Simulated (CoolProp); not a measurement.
A simple Rankine cycle with carbonyl sulfide: condensing at 317.15 K, boiler at 5.07 MPa, turbine inlet 515.5 K, turbine efficiency 0.7, pump efficiency 0.7, no recuperator. Each further row changes one setting.

Model: reference Helmholtz-energy equation of state, Lemmon 2006, in CoolProp. It is a short technical equation, of lower accuracy than the large ones.

```csv
case,thermal efficiency (%),net work (kJ/kg),heat in (kJ/kg),turbine exit temperature (K),volume ratio over the turbine
as stated,9.1,(withheld),375,(withheld),2.31
turbine inlet 535.5 K,9.2,(withheld),393,470.3,2.31
condensing temperature 309.15 K,10.6,40.8,386,(withheld),(withheld)
boiler pressure 3.55 MPa,6.0,23.2,385,476.2,1.68
turbine efficiency 0.6,7.7,28.7,375,457.5,(withheld)
```

Task: Some entries are withheld; supply them.

Result: 
- as stated, net work (kJ/kg): 34.2
- as stated, turbine exit temperature (K): 450.9
- turbine inlet 535.5 K, net work (kJ/kg): 36.3
- condensing temperature 309.15 K, turbine exit temperature (K): 440.1
- condensing temperature 309.15 K, volume ratio over the turbine: 2.72
- turbine efficiency 0.6, volume ratio over the turbine: 2.36
